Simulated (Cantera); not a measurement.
A perfectly stirred reactor is fed with 3.87 % CH₄, 0.186 % C₂H₆, 1.89 % C₃H₈, 19.2 % O₂, 72.3 % N₂, 2.55 % CO₂, at 3.06 atm; it is adiabatic with a 700 K inlet, and is followed from long to short residence time, starting on the burning branch (τ in s: 0.028, 0.014, 0.0068, 0.0033, 0.0016, 0.00081, 0.0004, 0.0002, 9.7e-05, 4.8e-05, 2.4e-05, 1.2e-05).

Computed with Cantera and GRI-Mech 3.0 (53 species, 325 reactions). GRI-Mech 3.0 was tuned for natural gas; its chemistry of propane as a main component is partial and can be far from experiment.

x: mole fraction; the columns are a selection and need not sum to one.

| τ (s) | T (K) | x CH₄ | x C₂H₆ | x C₃H₈ | x CH₂ | x CO | x CH₂O | x H |
|---|---|---|---|---|---|---|---|---|
| 0.028 | 2378 | 1.26e-6 | [?] | 8.46e-8 | 9.89e-8 | 0.0103 | 4.25e-7 | 0.000444 |
| 0.014 | 2374 | 2.38e-6 | [?] | 1.65e-7 | 1.90e-7 | 0.0109 | 8.13e-7 | 0.000490 |
| 0.0068 | 2364 | 4.48e-6 | [?] | 3.27e-7 | 3.64e-7 | 0.0119 | 1.55e-6 | 0.000580 |
| 0.0033 | 2346 | 8.12e-6 | [?] | 6.36e-7 | 6.68e-7 | 0.0137 | 2.85e-6 | 0.000750 |
| 0.0016 | 2318 | 1.42e-5 | [?] | 1.20e-6 | 1.16e-6 | 0.0163 | 5.02e-6 | 0.00105 |
| 0.00081 | 2282 | 2.37e-5 | [?] | 2.14e-6 | 1.88e-6 | 0.0195 | 8.36e-6 | 0.00150 |
| 0.00040 | 2236 | 4.06e-5 | [?] | 3.84e-6 | 2.98e-6 | 0.0233 | 1.41e-5 | 0.00220 |
| 0.00020 | 2183 | 7.08e-5 | [?] | 6.83e-6 | 4.64e-6 | 0.0275 | 2.38e-5 | 0.00311 |
| 9.7e-5 | 2120 | 0.000133 | [?] | 1.29e-5 | 7.42e-6 | 0.0325 | 4.24e-5 | 0.00424 |
| 4.8e-5 | 2052 | 0.000269 | [?] | 2.56e-5 | 1.22e-5 | 0.0383 | 7.89e-5 | 0.00525 |
| 2.4e-5 | 1965 | 0.000660 | [?] | 6.06e-5 | 2.24e-5 | 0.0466 | 0.000167 | 0.00550 |
| 1.2e-5 | 700 | 0.0387 | [?] | 0.0189 | <1e-12 | <1e-12 | <1e-12 | <1e-12 |

Question: What belongs in the gaps?

Answer: 
- 0.028, x C₂H₆: 7.01e-9
- 0.014, x C₂H₆: 1.39e-8
- 0.0068, x C₂H₆: 2.82e-8
- 0.0033, x C₂H₆: 5.71e-8
- 0.0016, x C₂H₆: 1.15e-7
- 0.00081, x C₂H₆: 2.17e-7
- 0.00040, x C₂H₆: 4.17e-7
- 0.00020, x C₂H₆: 7.88e-7
- 9.7e-5, x C₂H₆: 1.56e-6
- 4.8e-5, x C₂H₆: 3.25e-6
- 2.4e-5, x C₂H₆: 8.08e-6
- 1.2e-5, x C₂H₆: 0.00186
